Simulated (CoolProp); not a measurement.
Model: reference Helmholtz-energy equation of state, Lemmon 2006, in CoolProp. It is a short technical equation, of lower accuracy than the large ones.

Task: For C3F8 (R218), give the phase and the cp (kJ/(kg K)), speed of sound (m/s) at -41.95 °C and 0.23 MPa; 154.55 °C and 0.23 MPa.

Result: 
- -41.95 °C and 0.23 MPa: liquid; cp 0.963, speed of sound 563
- 154.55 °C and 0.23 MPa: gas; cp 0.964, speed of sound 139
